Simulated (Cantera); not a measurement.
Cantera run:

```python
import numpy as np
import cantera as ct

gas_names = """
    CL CL2 H HCL H2 N NH NH2 NH3 N2 N2H2 N2H4 Si SiCL SiCL2 SiCL3 SiCL4 SiH SiHCL3 SiH2 SiH2CL2 SiH3
    SiH3CL SiH4 SiN Si2 Si2N Si3
""".split()
cond_names = """
    NH4CL(a) NH4CL(b) Si(cr) Si(L) Si3N4(a)
""".split()


# ... load() reads the species with a 1 bar reference pressure and builds the phases ...
atoms = {
    'SiCl4': {'Si': 1, 'CL': 4},
    'NH3': {'N': 1, 'H': 3},
    'N2': {'N': 2},
}
top_T = {'Si3N4(a)': 2400}  # K; cautious upper limits of use, not melting points


# ... equilibrate(T, P, feed) seeds the gas with the atoms and calls Mixture.equilibrate('TP', solver="vcs", rtol=1e-11, max_steps=5000) ...
results = []
feed = {'SiCl4': 1, 'NH3': 0.83, 'N2': 7.9}  # mol
P = 10000  # Pa
for T in [1198, 1248, 1298, 1348, 1398, 1448, 1498, 1548, 1598, 1648, 1698, 1748, 1798, 1848]:
    mix = equilibrate(T, P, feed)
    results.append((T, P, feed, dict(zip(mix.species_names, mix.species_moles))))

top = {s: max(r[3][s] / sum(r[3][g] for g in gas_names) for r in results) for s in gas_names}
cols = sorted((s for s in top if top[s] > 1e-05), key=lambda s: -top[s])[:9]
seen = [c for c in cond_names if any(r[3].get(c, 0) > 1e-12 for r in results)]
print("log10 of partial pressures in bar; condensed amounts in mol")
print(f"{'T/K':>10s}" + "".join(f"{s[:9]:>10s}" for s in cols + seen))
for T, P, feed, n in results:
    ng = sum(n[g] for g in gas_names)
    print(f"{T:10.4g}" + "".join(f"{np.log10(max(n[s] / ng * P / 1e5, 1e-99)):10.3f}" for s in cols)
          + "".join(f"{n.get(c, 0):10.4g}" for c in seen))
```

Result:

```
log10 of partial pressures in bar; condensed amounts in mol
       T/K        N2       HCL     SiCL2     SiCL4        H2     SiCL3        CL    SiHCL3         H  Si3N4(a)
      1198    -1.125    -1.788    -5.042    -2.285    -2.460    -4.137    -7.341    -4.528    -7.951    0.1443
      1248    -1.126    -1.783    -4.559    -2.295    -2.473    -3.856    -6.945    -4.438    -7.567     0.145
      1298    -1.126    -1.779    -4.116    -2.309    -2.484    -3.601    -6.581    -4.359    -7.212    0.1445
      1348    -1.126    -1.777    -3.712    -2.330    -2.493    -3.371    -6.246    -4.292    -6.882    0.1418
      1398    -1.127    -1.778    -3.344    -2.364    -2.498    -3.169    -5.938    -4.238    -6.574    0.1352
      1448    -1.128    -1.781    -3.014    -2.420    -2.498    -3.000    -5.657    -4.204    -6.284    0.1224
      1498    -1.130    -1.790    -2.727    -2.510    -2.489    -2.870    -5.404    -4.197    -6.009    0.1007
      1548    -1.132    -1.807    -2.486    -2.651    -2.468    -2.792    -5.182    -4.226    -5.746   0.06844
      1598    -1.134    -1.832    -2.298    -2.856    -2.433    -2.774    -4.991    -4.300    -5.491   0.02732
      1648    -1.136    -1.845    -2.196    -3.077    -2.423    -2.808    -4.789    -4.433    -5.262         0
      1698    -1.138    -1.826    -2.170    -3.241    -2.465    -2.854    -4.543    -4.596    -5.072         0
      1748    -1.139    -1.813    -2.149    -3.412    -2.500    -2.907    -4.317    -4.757    -4.891         0
      1798    -1.140    -1.803    -2.133    -3.588    -2.528    -2.965    -4.108    -4.916    -4.717         0
      1848    -1.141    -1.796    -2.120    -3.765    -2.550    -3.028    -3.916    -5.070    -4.551         0
```

Cantera equilibrium calculation (NASA polynomials, part measured and part estimated; ideal gas, pure solids and liquids). The tables' values for SiCl3, SiCl are old estimates; treat these amounts as uncertain.
